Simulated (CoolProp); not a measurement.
A closed Brayton cycle with carbon dioxide: compressor inlet 324.15 K and 9 MPa, high pressure 31 MPa, turbine inlet 720 K, compressor efficiency 0.89, turbine efficiency 0.9, recuperator effectiveness 0.95 (on enthalpy, no pinch check). Each further row changes one setting.

Computed with CoolProp (reference Helmholtz-energy equation of state, Span 1996).

```
case                           thermal efficiency (%)  net work (kJ/kg)  compressor to turbine work  compressor exit (K)  turbine exit (K)
-----------------------------  ----------------------  ----------------  --------------------------  -------------------  ----------------
as stated                                        31.6              75.4                        0.44                418.4             583.7
turbine inlet 670 K                                 …              63.4                           …                418.4                 …
compressor inlet 334.15 K                        29.3              66.3                        0.51                439.5             583.7
high pressure 26.3 MPa                           31.8              69.6                        0.41                405.6                 …
recuperator effectiveness 0.5                    23.2              75.4                        0.44                418.4             583.7
```

Problem. Fill in the missing entries.

Solution. 
- turbine inlet 670 K, thermal efficiency (%): 28.3
- turbine inlet 670 K, compressor to turbine work: 0.48
- turbine inlet 670 K, turbine exit (K): 538.6
- high pressure 26.3 MPa, turbine exit (K): 601.3
